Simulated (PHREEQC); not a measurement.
1 kg of water holding 0.098 mol/kgw KCl, 0.017 mol/kgw Na2SO4, 0.0085 mol/kgw Na2CO3, 0.015 mol/kgw NaCl and 0.0048 mol/kgw Na2B4O7 is evaporated at 20 °C; the solids stay in contact with the brine. No CO2 enters from the air. The run lets Arcanite, Burkeite, Glaserite, Halite, Kalicinite, Mirabilite, Misenite, Nahcolite, Natron, Sylvite, Thenardite, Trona, Borax, Boric_acid,s, KB5O8:4H2O, K2B4O7:4H2O, NaBO2:4H2O, NaB5O8:5H2O, Teepleite precipitate or redissolve, and no other solid.

The series has 28 steps of water left (kg), from 1 to 0.004852.

Equilibrium calculation in PHREEQC: Pitzer model, pitzer.dat.

**Question.** Which solids form, in which order, and at which step of the series does each first stand?

**Answer.** Arcanite from water left = 0.03591 kg (pH 9.67), last present at water left = 0.0295 kg; Borax from water left = 0.0295 kg (pH 9.70); Glaserite from water left = 0.0295 kg (pH 9.70); Sylvite from water left = 0.01984 kg (pH 9.80); Halite from water left = 0.008909 kg (pH 10.05); Trona from water left = 0.008909 kg (pH 10.05).

Complexes and solids missing from the database can't appear.
